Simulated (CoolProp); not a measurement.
Saturated liquid density (kg/m³) of octamethyltrisiloxane (MDM): the reference equation beside estimates from Tc = 565.4 K, pc = 1.438 MPa, ω = 0.528. Rackett uses Z = 0.29056 − 0.08775 ω.

Computed with CoolProp (reference Helmholtz-energy equation of state, Thol 2017).

```
T (K)   reference  Rackett  van der Waals  Peng-Robinson
-----  ----------  -------  -------------  -------------
437.6       659.8    744.4     (withheld)          679.4
445.2       649.7    732.6          378.4          668.0
452.8  (withheld)    720.5          372.4          655.8
460.3       628.7    708.1          366.3          643.2
467.9       617.5    695.1          359.9          629.7
475.4       606.1    681.8          353.3          615.5
483         594.0    667.8          346.3          600.3
490.5       581.5    653.3     (withheld)          584.2
498.1       568.1    638.0          331.4          566.7
505.7       553.9    621.7          323.2          547.9
```

Complete the blanks.


- 437.6, van der Waals: 384.1
- 452.8, reference: 639.3
- 490.5, van der Waals: 339.1

Absolute difference from the reference over all 10 rows, mean and median: Rackett 12.5 and 12.5 %, van der Waals 41.7 and 41.7 %, Peng-Robinson 1.7 and 1.8 %.
